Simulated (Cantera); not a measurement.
**FeS2 + H2 + N2 (hydrogen reduction and annealing atmospheres)**

Input: 1 mol FeS2, 3.3 mol H2, 6.1 mol N2, at 0.690 bar.

These are equilibrium values from Cantera (NASA tables, ideal gas, pure condensed phases), not measurements of a reactor. Candidate condensed phases: Fe, FeS, FeS2, S; 16 gas species. FeS: taken at fixed stoichiometry. Gases not in the tables: S3 to S7. Equilibrium is a limit: real reactors are often held back by kinetics, nucleation or transport.

| T (K) | x N2 | x H2 | x H2S | x S2 | x SH | x H | x S | n FeS(s) | n FeS(l) |
|---|---|---|---|---|---|---|---|---|---|
| 825 | 0.649 | 0.244 | 0.106 | 1.54e-7 | 2.37e-8 | 4.72e-12 | <1e-12 | 1.00 | 0 |
| 925 | 0.649 | 0.245 | 0.106 | 2.58e-6 | 3.14e-7 | 1.55e-10 | 1.63e-12 | 1.00 | 0 |
| 1025 | 0.649 | 0.245 | 0.106 | 2.51e-5 | 2.53e-6 | 2.59e-9 | 7.87e-11 | 1.00 | 0 |
| 1125 | 0.649 | 0.245 | 0.106 | 0.000163 | 1.40e-5 | 2.65e-8 | 1.91e-9 | 1.00 | 0 |
| 1225 | 0.648 | 0.246 | 0.105 | 0.000764 | 5.83e-5 | 1.86e-7 | 2.73e-8 | 1.00 | 0 |
| 1325 | 0.647 | 0.249 | 0.101 | 0.00263 | 0.000189 | 9.83e-7 | 2.52e-7 | 1.00 | 0 |
| 1425 | 0.645 | 0.256 | 0.0920 | 0.00658 | 0.000486 | 4.16e-6 | 1.59e-6 | 1.00 | 0 |
| 1525 | 0.641 | 0.267 | 0.0793 | 0.0123 | 0.00102 | 1.47e-5 | 7.24e-6 | 0 | 1.00 |
| 1625 | 0.636 | 0.278 | 0.0653 | 0.0186 | 0.00184 | 4.48e-5 | 2.55e-5 | 0 | 1.000 |
| 1725 | 0.632 | 0.288 | 0.0524 | 0.0241 | 0.00293 | 0.000120 | 7.39e-5 | 0 | 1.000 |
| 1825 | 0.629 | 0.296 | 0.0414 | 0.0286 | 0.00430 | 0.000289 | 0.000184 | 0 | 1.000 |
| 1925 | 0.626 | 0.303 | 0.0327 | 0.0318 | 0.00590 | 0.000633 | 0.000410 | 0 | 0.999 |
| 2025 | 0.623 | 0.307 | 0.0259 | 0.0340 | 0.00771 | 0.00128 | 0.000830 | 0 | 0.997 |
| 2125 | 0.620 | 0.309 | 0.0207 | 0.0354 | 0.00970 | 0.00243 | 0.00156 | 0 | 0.990 |
x: gas mole fraction; n: condensed amount in mol.

From 825 K to 1425 K the condensed part is FeS(s). From 1525 K to 2125 K the condensed part is FeS(l).
